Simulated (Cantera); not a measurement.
A perfectly stirred reactor is fed with CH4 : H2 : CO2 = 0.037 : 1 : 0.0096 (molar parts), at 9000 Pa; it is held at 2175 K, and followed from long to short residence time.

Cantera simulation using GRI-Mech 3.0 (53 species, 325 reactions); the numbers are that mechanism's predictions, not measurements. GRI-Mech 3.0 stops at C3 and has no aromatics, soot or wall deposition, so with more carbon than oxygen in the feed, carbon stays in small species such as C2H2 where larger ones or solid carbon would form.

Question: What does this change do: pressure from 9000 Pa to 28000 Pa?

Answer: 
```
quantity                  before     after
----------------------  --------  --------
x(CH4) at τ = 0.470 s   0.000757  0.000853
x(H2) at τ = 0.470 s       0.954     0.960
x(CO2) at τ = 0.470 s    9.61e-6   6.01e-6
x(OH) at τ = 0.470 s     2.21e-6   1.02e-6
x(C2H4) at τ = 0.470 s   3.55e-6   9.46e-6
x(CH4) at τ = 27.0 ms    0.00384   0.00340
x(H2) at τ = 27.0 ms       0.952     0.957
x(CO2) at τ = 27.0 ms   0.000146   7.32e-5
x(OH) at τ = 27.0 ms     1.02e-5   6.15e-6
x(C2H4) at τ = 27.0 ms   1.26e-5   1.47e-5
```

Question: What does this change do: CO2 0.0096 to 0.047 parts?

Answer: 
| quantity | before | after |
|---|---|---|
| x(CH4) at τ = 0.470 s | 0.000757 | 0.000709 |
| x(H2) at τ = 0.470 s | 0.954 | 0.902 |
| x(CO2) at τ = 0.470 s | 9.61e-6 | 0.000223 |
| x(OH) at τ = 0.470 s | 2.21e-6 | 2.79e-5 |
| x(C2H4) at τ = 0.470 s | 3.55e-6 | 9.50e-7 |
| x(CH4) at τ = 27.0 ms | 0.00384 | 0.00371 |
| x(H2) at τ = 27.0 ms | 0.952 | 0.893 |
| x(CO2) at τ = 27.0 ms | 0.000146 | 0.000985 |
| x(OH) at τ = 27.0 ms | 1.02e-5 | 5.07e-5 |
| x(C2H4) at τ = 27.0 ms | 1.26e-5 | 1.10e-5 |
